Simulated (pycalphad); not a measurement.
Computed with pycalphad from the COST 507 light-alloy database (1999), at 1 atm. The database dates from 1999; later assessments differ in places, in temperatures and in the compounds included. Phase fractions are per mole of atoms.

**Question.** Give the equilibrium state of Al-10.75C (wt.%) at 1850 K.

**Answer.** liquid, fraction 0.509, with 0.24 C wt.%; AL4C3, fraction 0.491, with 25.0 C wt.%.

**Question.** Give the equilibrium state of Al-10.75C (wt.%) at 550 K.

**Answer.** 
```
T = 550.00 K, P = 101325 Pa, N = 1 mol of atoms
G = -28756 J/mol, H = -9830 J/mol, S = 34.41 J/(mol K)  (SER reference)
chemical potentials (J/mol): Al -17722, C -69528
phase             fraction      x(Al)       x(C)
FCC_A1              0.5030     1.0000      1e-14
AL4C3               0.4970     0.5714     0.4286
```

Database names, with the compositions (at.%) that they take in these runs: AL4C3: Al 57 C 43. FCC_A1 is fcc.
